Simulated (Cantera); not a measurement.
## Ignition delay

Mixture: CO : H₂ : CH₄ : O₂ : N₂ = 1 : 0.23 : 0.83 : 1.2 : 4.5 (molar parts), equivalence ratio 1.9, at 120000 Pa, adiabatic and at constant pressure. Ignition delay is the time to a rise of 400 K.

Cantera simulation using GRI-Mech 3.0 (53 species, 325 reactions); the numbers are that mechanism's predictions, not measurements.

```json
[
 {"T0 (K)": "1250", "delay (ms)": "4.82"},
 {"T0 (K)": "1300", "delay (ms)": "2.93"},
 {"T0 (K)": "1350", "delay (ms)": "1.81"},
 {"T0 (K)": "1400", "delay (ms)": "1.14"},
 {"T0 (K)": "1450", "delay (ms)": "0.734"},
 {"T0 (K)": "1500", "delay (ms)": "0.487"},
 {"T0 (K)": "1550", "delay (ms)": "0.332"},
 {"T0 (K)": "1600", "delay (ms)": "0.233"},
 {"T0 (K)": "1650", "delay (ms)": "0.167"},
 {"T0 (K)": "1700", "delay (ms)": "0.123"}
]
```

| Quantity | Result |
|---|---|
| apparent activation energy between 1600 and 1700 K | 140 kJ/mol |
